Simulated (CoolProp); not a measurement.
Values from CoolProp's reference Helmholtz-energy equation of state, Smukala 2000.

Question: Give the vapour pressure (MPa), liquid density (kg/m³), vapour density (kg/m³), liquid cp (kJ/(kg K)) of saturated ethylene at 237.4, 239.4, 247.2 K.

Answer: 
| T (K) | p (MPa) | liquid density (kg/m³) | vapour density (kg/m³) | liquid cp (kJ/(kg K)) |
|---|---|---|---|---|
| 237.4 | 1.65 | 452 | 30.5 | 2.98 |
| 239.4 | 1.74 | 447 | 32.5 | 3.03 |
| 247.2 | 2.16 | 429 | 41.3 | 3.26 |
